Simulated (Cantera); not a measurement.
Feed: 1 mol CsOH, 1.7 mol H₂O, 2.3 mol O₂, 0.18 mol H₂, at 1573.15 K and 0.135 Torr.

Method: chemical equilibrium by Gibbs-energy minimisation in Cantera with the NASA 1993 tables (ideal gas, pure condensed phases). Candidate condensed phases: Cs, CsOH, H₂O; 15 gas species. The numbers say what is thermodynamically allowed, not how fast it happens.

Base state: O₂ 0.431, H₂O 0.373, CsOH 0.166, Cs 0.0263, OH 0.00287, O 0.000512, H₂ 0.000204, CsO 4.69e-5 (mole fractions); condensed: gas only.

What changes in the equilibrium state with this change: temperature from 1573.15 K to 1023 K?


```json
[
 {"species": "O₂", "before": "0.431", "after": "0.434"},
 {"species": "H₂O", "before": "0.373", "after": "0.369"},
 {"species": "CsOH", "before": "0.166", "after": "0.196"},
 {"species": "Cs", "before": "0.0263", "after": "5.58e-6"},
 {"species": "H", "before": "4.33e-5", "after": "<1e-9"},
 {"species": "O", "before": "0.000512", "after": "1.53e-8"},
 {"species": "H₂", "before": "0.000204", "after": "7.14e-9"},
 {"species": "CsO", "before": "4.69e-5", "after": "1.73e-8"}
]
```

What changes in the equilibrium state with this change: CsOH replaced by MgCO₃?


| species | before | after |
|---|---|---|
| O₂ | 0.431 | 0.433 |
| H₂O | 0.373 | 0.367 |
| CO₂ | 0 | 0.196 |
| CsOH | 0.166 | 0 |
| Cs | 0.0263 | 0 |
| CO | 0 | 0.000309 |
| CsO | 4.69e-5 | 0 |
| H₂ | 0.000204 | 0.000200 |
| H | 4.33e-5 | 4.29e-5 |
| MgO(s), mol | 0 | 1.000 |
Further candidate phases: C, C₆H₆, C₇H₈, C₈H₁₈, Mg, MgCO₃, MgO, Mg(OH)₂.

What changes in the equilibrium state with this change: pressure from 0.135 Torr to 10.0 Torr?


```tsv
species	before	after
O₂	0.431	0.434
H₂O	0.373	0.369
CsOH	0.166	0.195
Cs	0.0263	0.00123
H	4.33e-5	1.70e-6
H₂	0.000204	2.33e-5
O	0.000512	5.97e-5
OH	0.00287	0.000973
CsO	4.69e-5	1.89e-5
```
